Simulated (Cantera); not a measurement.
An adiabatic, constant-volume homogeneous reactor starts with 10.9 % CH4, 0.819 % H2, 18.6 % O2, 69.7 % N2, equivalence ratio 1.2, at 1375 K and 3.50 bar.

Detailed kinetics in Cantera: GRI-Mech 3.0 (53 species, 325 reactions). Above 3000 K some thermodynamic fits are extrapolated.

### Question
Predict: time of steepest temperature rise; temperature at 0.200 s; equilibrium temperature; x(H2) at 0.200 s; x(O2) at 0.200 s; x(CO) at 0.200 s; x(H) at 0.200 s.

### Answer
```
Property                                                             Value
---------------------------------  ---------------------------------------
time of steepest temperature rise                                  1.06 ms
temperature at 0.200 s                                              3013 K
equilibrium temperature                                             3013 K
x(H2) at 0.200 s                     0.0342 (gas-phase equilibrium 0.0342)
x(O2) at 0.200 s                   0.00635 (gas-phase equilibrium 0.00635)
x(CO) at 0.200 s                     0.0623 (gas-phase equilibrium 0.0623)
x(H) at 0.200 s                      0.0107 (gas-phase equilibrium 0.0107)
```
